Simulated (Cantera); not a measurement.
Input: 1 mol Pb, 0.91 mol CO, 31 mol N2, held at 10000 Pa.

These are equilibrium values from Cantera (NASA tables, ideal gas, pure condensed phases), not measurements of a reactor. Candidate condensed phases: C, Pb, PbO, PbO2, Pb3O4; 27 gas species. The numbers say what is thermodynamically allowed, not how fast it happens.

### Question
At 1000 °C, list the 3 most abundant gas species with their mole fractions, and the condensed phases.

### Answer
N2 0.954, CO 0.0280, Pb 0.0184. Condensed: Pb(l).
